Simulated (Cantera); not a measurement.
An isothermal, constant-pressure homogeneous reactor starts with H₂ : O₂ : N₂ = 0.05 : 1 : 0.0035 (molar parts), equivalence ratio 0.025, at 1423 K and 0.975 Torr.

Computed with Cantera and GRI-Mech 3.0 (53 species, 325 reactions). Radical loss at walls, strong at low pressure, is not modelled. The temperature is held fixed by assumption; the heat of reaction is taken as removed at once.

Question: Predict: x(H₂) at 8.00 s; x(O₂) at 8.00 s; x(HO₂) at 8.00 s; x(H₂O) at 8.00 s; x(H) at 8.00 s.

Answer: 
```json
{
  "x(H₂) at 8.00 s": "0.000393 (gas-phase equilibrium 8.89e-7)",
  "x(O₂) at 8.00 s": "0.928 (gas-phase equilibrium 0.948)",
  "x(HO₂) at 8.00 s": "1.30e-7 (gas-phase equilibrium 4.45e-8)",
  "x(H₂O) at 8.00 s": "0.0447 (gas-phase equilibrium 0.0485)",
  "x(H) at 8.00 s": "0.00175 (gas-phase equilibrium 1.75e-7)"
}
```
